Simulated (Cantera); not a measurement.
An isothermal, constant-pressure homogeneous reactor starts with NH₃ : N₂ = 1 : 14 (molar parts), at 2400 K and 23.3 Torr.

Detailed kinetics in Cantera: the gas-phase N/H chemistry of the illustrative SiF4/NH3 mechanism in the Surface Chemkin manual (1991). Walls and surfaces, which speed up NH3 decomposition in real reactors, are not modelled.

x: mole fraction; the columns are a selection and need not sum to one.

```csv
t (s),x NH₃,x NH₂,x N,x NH,x N₂,x N₂H₂,x N₂H₄
4.00e-5,0.0666,5.67e-5,6.41e-11,4.50e-8,0.933,5.90e-10,3.09e-12
0.000206,0.0663,0.000322,?,1.78e-6,0.933,3.02e-8,1.01e-10
0.00106,0.0648,0.00145,?,2.72e-5,0.932,1.14e-6,2.07e-9
0.00543,0.0543,0.00145,?,7.10e-5,0.928,2.28e-6,2.05e-9
0.0279,0.0227,0.000568,?,6.28e-5,0.915,7.00e-7,3.17e-10
0.143,0.000537,3.47e-5,?,1.32e-5,0.906,8.11e-9,1.18e-12
0.737,1.82e-7,7.39e-8,?,1.80e-7,0.901,<1e-12,<1e-12
3.79,7.61e-9,7.75e-9,5.51e-7,4.75e-8,0.895,<1e-12,<1e-12
19.5,7.68e-9,8.00e-9,5.96e-7,5.02e-8,0.895,<1e-12,<1e-12
100,7.68e-9,8.00e-9,5.96e-7,5.02e-8,0.895,<1e-12,<1e-12
```

Q: What belongs in the gaps?

A: 
- 0.000206, x N: 1.39e-8
- 0.00106, x N: 5.94e-7
- 0.00543, x N: 7.42e-6
- 0.0279, x N: 1.48e-5
- 0.143, x N: 9.65e-6
- 0.737, x N: 8.33e-7
